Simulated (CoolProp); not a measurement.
Vinyl chloride along the isotherm 156.85 °C: density (kg/m³) from the reference equation and from simpler models built on Tc = 151.9 °C, pc = 5600 kPa, ω = 0.160; each cubic takes its own stable root.

The numbers come from the reference Helmholtz-energy equation of state, Thol 2022 in CoolProp.

```tsv
p (kPa)	phase	reference
44.3	gas	0.7763
74.7	gas	1.311
126	gas	2.218
213	gas	3.768
359	gas	6.406
606	gas	10.97
1020	gas	18.96
1730	gas	33.79
2910	gas	62.90
4920	gas	142.6
8300	supercritical	575.6
14000	supercritical	660.2
```

**Question.** How far does each simpler model (van der Waals, Peng-Robinson) lie from the reference over these 12 states: mean and median of the absolute difference, and the worst?

**Answer.** 
- van der Waals: mean 5.4 %, median 0.4 %, worst -28.1 % at 156.85 °C and 8300 kPa
- Peng-Robinson: mean 1.5 %, median 0.8 %, worst -6.5 % at 156.85 °C and 8300 kPa
